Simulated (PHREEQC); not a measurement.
0.012 g of hydrous ferric oxide (600 m²/g; 0.2 weak and 0.005 strong sites per Fe, Dzombak-Morel constants, diffuse double layer) in 1 kg of water with 0.3 mol/kgw of an inert sodium salt and 6.4e-05 mmol/kgw BaCl2, at 25 °C; the pH is set by adding NaOH or the inert anion's acid. O2 is buffered at 0.21 atm. CO2 from the air is kept out. Precipitation was switched off in this run.

The series has 17 steps of pH, from 4 to 12.

The numbers come from PHREEQC with the ion-association model, wateq4f.dat.

Task: Near which pH is half of the Ba sorbed, and on which side is more sorbed?

Result: Near pH 9.2, with more sorbed at higher pH.
